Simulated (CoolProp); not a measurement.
n-heptane along the isotherm 600 K: fugacity coefficient from the reference equation and from simpler models built on Tc = 541.2 K, pc = 2774 kPa, ω = 0.349; each cubic takes its own stable root.

Model: reference Helmholtz-energy equation of state, Span 2003, in CoolProp. It is a short technical equation, of lower accuracy than the large ones.

```tsv
p (kPa)	phase	reference
1980	gas	0.8341
3960	supercritical	0.6789
5940	supercritical	0.5478
7930	supercritical	0.4647
9910	supercritical	0.4144
11900	supercritical	0.3819
13900	supercritical	0.3602
15900	supercritical	0.3458
17800	supercritical	0.3367
19800	supercritical	0.3308
21800	supercritical	0.3277
23800	supercritical	0.3269
25800	supercritical	0.3280
27700	supercritical	0.3305
```

Q: How far does each simpler model (van der Waals, Redlich-Kwong) lie from the reference over these 14 states: mean and median of the absolute difference, and the worst?

A: 
- van der Waals: mean 14.2 %, median 12.4 %, worst +35.4 % at 600 K and 27700 kPa
- Redlich-Kwong: mean 2.8 %, median 2.4 %, worst +6.0 % at 600 K and 27700 kPa
